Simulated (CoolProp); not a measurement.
Properties of n-dodecane along the isobar 101 kPa (Tc = 385.0 °C, pc = 1818 kPa, ω = 0.574).

Model: reference Helmholtz-energy equation of state, Lemmon 2004, in CoolProp. It is a short technical equation, of lower accuracy than the large ones.

```tsv
T (°C)	phase	density (kg/m³)	Joule-Thomson coefficient (K/MPa)	isothermal compressibility (1/MPa)	conductivity (mW/(m K))	Prandtl number	fugacity coefficient
206.95	liquid	602.6	[?]	0.004393	96.9	6.30	0.7537
226.95	gas	4.430	25.23	10.64	25.7	0.751	0.9378
246.95	gas	4.216	21.47	10.52	[?]	0.751	[?]
266.85	gas	4.028	18.51	10.43	29.5	0.750	0.9533
286.85	gas	3.858	16.12	10.35	31.5	0.749	0.9592
306.85	gas	3.704	14.16	10.29	33.5	0.748	0.9641
326.85	gas	3.564	[?]	10.24	35.5	0.747	0.9684
346.85	gas	3.436	11.19	10.20	37.6	0.747	0.9720
```

Question: What belongs in the gaps?

Answer: 
- 206.95, Joule-Thomson coefficient (K/MPa): -0.1554
- 246.95, conductivity (mW/(m K)): 27.6
- 246.95, fugacity coefficient: 0.9463
- 326.85, Joule-Thomson coefficient (K/MPa): 12.54

Viscosity comes from a separate model (Huber 2004). Thermal conductivity comes from a separate model (Huber 2004).
